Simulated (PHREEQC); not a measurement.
## Spent oxide etchant

Consider water at 20 °C with 40 mmol/kgw HF, 0.21 mmol/kgw H2SiF6, 190 mmol/kgw HBF4 and 7.7 mmol/kgw H2SO4. Closed to the air; pH follows from the charge balance.

Computed with PHREEQC (ion-association model, phreeqc.dat).

No solid was allowed to form.

Question: Estimate the pH, ionic strength.

Answer: pH 0.80; ionic strength 0.201 mol/kgw.

Question: In which forms is S present?

Answer: HSO4- 85 %, SO4-2 15 % of the S.

SiF6-2 is the database's only silicon fluoride. Real BF4- forms and hydrolyses slowly; the run takes it at equilibrium.
